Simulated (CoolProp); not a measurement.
A simple Rankine cycle with R114: condensing at 331.15 K, boiler at 2.43 MPa, turbine inlet 406.8 K, turbine efficiency 0.8, pump efficiency 0.7, no recuperator. Each further row changes one setting.

Model: reference Helmholtz-energy equation of state, Platzer 1990, in CoolProp. This equation is an older, rougher fit; its heat capacities, sound speeds and derivatives of the liquid may be far off and weren't checked against measurements.

| case | thermal efficiency (%) | net work (kJ/kg) | heat in (kJ/kg) | turbine exit temperature (K) | volume ratio over the turbine |
|---|---|---|---|---|---|
| as stated | 10.0 | 14.7 | 148 | 355.9 | 5.76 |
| turbine inlet 426.8 K | 10.0 | 17.1 | 171 | 381.3 | 5.15 |
| condensing temperature 323.15 K | 11.0 | 17.2 | 156 | 351.0 | 7.14 |
| boiler pressure 1.7 MPa | 8.2 | 13.2 | 161 | 374.7 | 3.39 |
| turbine efficiency 0.7 | 8.5 | 12.6 | 148 | 358.5 | 5.82 |
